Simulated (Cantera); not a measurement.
Charge: 1 mol SiC, 0.16 mol H₂O, 18 mol N₂, equilibrated at 1973.15 K and 3.50 Pa.

Method: chemical equilibrium by Gibbs-energy minimisation in Cantera with the NASA 1993 tables (ideal gas, pure condensed phases). The tables' values for SiN are old estimates; treat these amounts as uncertain. Kinetics and transport are ignored.

```tsv
species	before	after
N₂	0.930	0.865
Si	0.0448	0.0440
CO	0.00820	0.0353
H	0.0111	0.0314
H₂	0.00237	0.0190
C₂H₂ (acetylene)	1.52e-6	1.22e-5
SiO	7.17e-5	0.000303
SiH	9.33e-6	2.59e-5
HCN	0.000622	0.00170
HNC	3.37e-5	9.18e-5
SiN	7.10e-5	6.72e-5
C(graphite), mol	0.687	0.139
SiC(s), mol	0.0557	0
```
Gas species are given as mole fractions.

Name the change that produced these shifts.
A) pressure from 3.50 Pa to 0.100 bar
B) temperature from 1973.15 K to 1100 K
C) H₂O from 0.16 to 4.2 mol
D) H₂O from 0.16 to 0.74 mol

D, H₂O from 0.16 to 0.74 mol
